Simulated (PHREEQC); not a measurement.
Make-up at 25 °C: 4.5 mmol/kgw Cu(BF4)2, 0.0032 mmol/kgw HNO3 and 6.9 mmol/kgw NaCl. Closed to the air; pH follows from the charge balance.

Equilibrium calculation in PHREEQC: ion-association model, phreeqc.dat.

This is a speciation only: nothing precipitates in the calculation.

Problem. Order these B species by the share of B that they hold, largest first: H3BO3, BF2(OH)2-, BF4-, BF3OH-.

Solution. BF4- (76 %), H3BO3 (13 %), BF3OH- (7.9 %), BF2(OH)2- (3.1 %)

The pH is 2.94 and the ionic strength 0.0214 mol/kgw. Complexes and solids missing from the database can't appear. Real BF4- forms and hydrolyses slowly; the run takes it at equilibrium.
